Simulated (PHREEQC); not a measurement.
A solution holds 0.011 mol NiSO4, 0.018 mol NaOH and 0.00045 mol MnSO4 per kg of water, at 25 °C. It is in equilibrium with CO2 at log p = -3.4 (atm). Otherwise closed; pH follows from the charge balance.

Computed with PHREEQC (ion-association model, wateq4f.dat).

Task: The ionic strength comes out as 0.0332 mol/kgw. What activity coefficients do MnHCO3+, Na+, SO4-2, NiOH+, NiHCO3+ get?

Result: MnHCO3+ 0.85, Na+ 0.85, SO4-2 0.52, NiOH+ 0.85, NiHCO3+ 0.85.

Precipitation was switched off in this run. Saturation is exceeded, for instance for Ni(OH)2, Rhodochrosite; the values hold only as long as no solid forms. Complexes and solids missing from the database can't appear. The database's nickel carbonate constants are estimates that later reviews lower a good deal.
